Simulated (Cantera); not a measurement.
Source: NASA polynomial tables (part measured, part estimated), evaluated in Cantera. Values are per mole of reaction as written; species without (g) are pure solids or liquids, kept so even where they would boil at 1 bar.

2 Ni3S4 = 6 NiS + S2(g), with ΔH° = 203.4 kJ and ΔS° = 173.2 J/K at 300 K.

Problem. How far is the shortcut ΔG° ≈ ΔH°(300 K) − T·ΔS°(300 K) from the full temperature-dependent value at 448, 473, 498, 523, 548, 573, 598 K?

Solution. 
```json
[
 {"T (K)": "448", "shortcut (kJ)": "125.8", "full (kJ)": "126.4", "difference (kJ)": "-0.6", "difference in log10 K": "0.06"},
 {"T (K)": "473", "shortcut (kJ)": "121.5", "full (kJ)": "122.3", "difference (kJ)": "-0.8", "difference in log10 K": "0.08"},
 {"T (K)": "498", "shortcut (kJ)": "117.2", "full (kJ)": "118.2", "difference (kJ)": "-1.0", "difference in log10 K": "0.11"},
 {"T (K)": "523", "shortcut (kJ)": "112.8", "full (kJ)": "114.2", "difference (kJ)": "-1.3", "difference in log10 K": "0.13"},
 {"T (K)": "548", "shortcut (kJ)": "108.5", "full (kJ)": "110.2", "difference (kJ)": "-1.7", "difference in log10 K": "0.16"},
 {"T (K)": "573", "shortcut (kJ)": "104.2", "full (kJ)": "106.2", "difference (kJ)": "-2.1", "difference in log10 K": "0.19"},
 {"T (K)": "598", "shortcut (kJ)": "99.9", "full (kJ)": "102.3", "difference (kJ)": "-2.5", "difference in log10 K": "0.22"}
]
```
The shortcut ignores the heat-capacity change of the reaction.
